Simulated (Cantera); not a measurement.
## Moist CO burnout

An isothermal, constant-pressure homogeneous reactor starts with CO : O2 : H2O : N2 = 0.0044 : 0.012 : 0.028 : 1 (molar parts), equivalence ratio 0.18, at 1223 K and 1.01 bar.

Detailed kinetics in Cantera: GRI-Mech 3.0 (53 species, 325 reactions).

```csv
t (s),x CO,x O2,x H2O,x NO2,x H,x NO,x O
2.00e-5,0.00421,0.0115,0.0268,<1e-12,<1e-12,<1e-12,6.59e-11
4.33e-5,0.00421,0.0115,0.0268,<1e-12,5.03e-12,<1e-12,1.36e-10
9.38e-5,0.00421,0.0115,0.0268,<1e-12,2.71e-11,<1e-12,2.73e-10
0.000203,0.00421,0.0115,0.0268,<1e-12,1.32e-10,<1e-12,5.92e-10
0.000440,0.00421,0.0115,0.0268,<1e-12,7.07e-10,<1e-12,1.98e-9
0.000953,0.00421,0.0115,0.0268,<1e-12,8.86e-9,<1e-12,2.12e-8
0.00206,0.00420,0.0115,0.0268,<1e-12,1.33e-6,<1e-12,3.07e-6
0.00447,0.00238,0.0106,0.0266,2.21e-11,8.09e-5,1.51e-8,0.000102
0.00969,0.000566,0.00968,0.0268,1.41e-10,1.34e-5,3.66e-8,2.75e-5
0.0210,0.000123,0.00946,0.0268,3.89e-10,1.46e-6,3.97e-8,5.84e-6
0.0454,2.50e-5,0.00941,0.0269,6.23e-10,1.55e-7,4.05e-8,1.27e-6
0.0984,4.57e-6,0.00940,0.0269,5.84e-10,1.69e-8,4.10e-8,2.97e-7
0.213,7.20e-7,0.00940,0.0269,3.64e-10,2.05e-9,4.14e-8,7.80e-8
0.462,8.81e-8,0.00940,0.0269,2.00e-10,3.25e-10,4.17e-8,2.45e-8
1.00,8.46e-9,0.00940,0.0269,1.36e-10,8.15e-11,4.18e-8,9.97e-9
```
x: mole fraction; the columns are a selection and need not sum to one.

Equilibrium at this temperature and pressure: CO 1.29e-9, O2 0.00938, H2O 0.0269, NO2 1.75e-7, H 2.26e-11, NO 5.45e-5, O 3.91e-9 (gas phase only).
